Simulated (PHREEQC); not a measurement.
Consider water at 25 °C with 0.0035 mol CdCl2, 0.00016 mol NaCl and 0.0024 mol MnSO4 per kg of water. Closed to the air; pH follows from the charge balance.

All values are PHREEQC results (ion-association model, wateq4f.dat), not measurements.

Precipitation was switched off in this run.

**Question.** What pH, ionic strength does the model give?

**Answer.** pH 6.21; ionic strength 0.0158 mol/kgw.

**Question.** In which forms is S present?

**Answer.** SO4-2 72 %, CdSO4 17 %, MnSO4 10 %, Cd(SO4)2-2 0.7 % of the S.

Complexes and solids missing from the database can't appear.
